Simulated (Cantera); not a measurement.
Input: 1 mol MgCO3, 0.71 mol O2, 1.4 mol N2, held at 1475 K and 58.0 mbar.

These are equilibrium values from Cantera (NASA tables, ideal gas, pure condensed phases), not measurements of a reactor. Candidate condensed phases: C, Mg, MgCO3, MgO; 28 gas species. Rates play no part.

Problem. What is the equilibrium state?

Solution. 
```
Quantity                                   Result
--------------------------------------  ---------
x(N2)                                       0.450
x(CO2)                                      0.322
x(O2)                                       0.228
x(NO)                                    0.000850
x(CO)                                     9.35e-6
x(O)                                      5.69e-6
x(NO2)                                    1.24e-6
n(MgO(s))                                1.00 mol
gas amount                              3.110 mol
log10 activity of C(graphite) (absent)     -13.88
log10 activity of Mg(l) (absent)           -14.58
```
